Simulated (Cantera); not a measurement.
Input (Python, Cantera):

```python
import numpy as np
import cantera as ct

gas = ct.Solution("gri30.yaml")
gas.TPX = 1775, 100000, {'NO': 1, 'N2': 2.8}
reactor = ct.IdealGasConstPressureReactor(gas, energy="off", clone=False)
net = ct.ReactorNet([reactor])
net.rtol, net.atol = 1e-08, 1e-18
show = ['NO', 'NO2', 'N2O', 'O2', 'O']
times = np.geomspace(2e-06, 9, 14)

steps = ct.SolutionArray(gas, extra=["t"])
rows = []
print(f"{'t/s':>10s}{'T/K':>9s}{'P/Pa':>11s}" + "".join(f"{s:>11s}" for s in show))
for t in times:
    while net.time < t:
        t_next = net.step()
        steps.append(gas.state, t=t_next)
    rows.append([np.interp(t, steps.t, y) for y in (steps.T, steps.P, *steps(*show).X.T)])
    print(f"{t:10.3e}{rows[-1][0]:9.1f}{rows[-1][1]:11.4g}" + "".join(f"{x:11.3e}" for x in rows[-1][2:]))
rate = np.gradient(steps.T, steps.t)
print("integrator steps:", len(steps.t))
if steps.T.max() > steps.T[0] + 200:
    print(f"time of steepest temperature rise: {steps.t[rate.argmax()]:.4e} s")
gas.TPX = 1775, 100000, {'NO': 1, 'N2': 2.8}
gas.equilibrate("TP")
print(f"equilibrium (TP): T = {gas.T:.1f} K  " + "  ".join(f"{s} {gas[s].X[0]:.3e}" for s in show))
```

It prints:

```
       t/s      T/K       P/Pa         NO        NO2        N2O         O2          O
 2.000e-06   1775.0      1e+05  2.632e-01  8.405e-10  2.553e-08  2.939e-12  2.471e-08
 6.499e-06   1775.0      1e+05  2.632e-01  8.403e-09  8.286e-08  2.951e-11  7.469e-08
 2.112e-05   1775.0      1e+05  2.632e-01  7.579e-08  2.684e-07  2.715e-10  1.951e-07
 6.861e-05   1775.0      1e+05  2.632e-01  5.224e-07  8.630e-07  2.055e-09  3.664e-07
 2.229e-04   1775.0      1e+05  2.632e-01  2.434e-06  2.712e-06  1.353e-08  5.404e-07
 7.244e-04   1775.0      1e+05  2.631e-01  9.385e-06  7.922e-06  1.302e-07  1.041e-06
 2.354e-03   1775.0      1e+05  2.631e-01  3.435e-05  1.872e-05  2.562e-06  2.700e-06
 7.648e-03   1775.0      1e+05  2.629e-01  7.601e-05  2.789e-05  4.590e-05  5.240e-06
 2.485e-02   1775.0      1e+05  2.624e-01  8.399e-05  2.873e-05  2.706e-04  5.728e-06
 8.074e-02   1775.0      1e+05  2.609e-01  9.248e-05  2.838e-05  1.008e-03  6.300e-06
 2.624e-01   1775.0      1e+05  2.562e-01  1.147e-04  2.729e-05  3.374e-03  7.849e-06
 8.525e-01   1775.0      1e+05  2.415e-01  1.589e-04  2.414e-05  1.068e-02  1.134e-05
 2.770e+00   1775.0      1e+05  2.017e-01  2.088e-04  1.672e-05  3.051e-02  1.759e-05
 9.000e+00   1775.0      1e+05  1.250e-01  1.903e-04  6.435e-06  6.889e-02  2.562e-05
integrator steps: 794
equilibrium (TP): T = 1775.0 K  NO 3.160e-03  NO2 6.564e-06  N2O 1.912e-07  O2 1.300e-01  O 3.472e-05
```

Computed with Cantera and GRI-Mech 3.0 (53 species, 325 reactions).
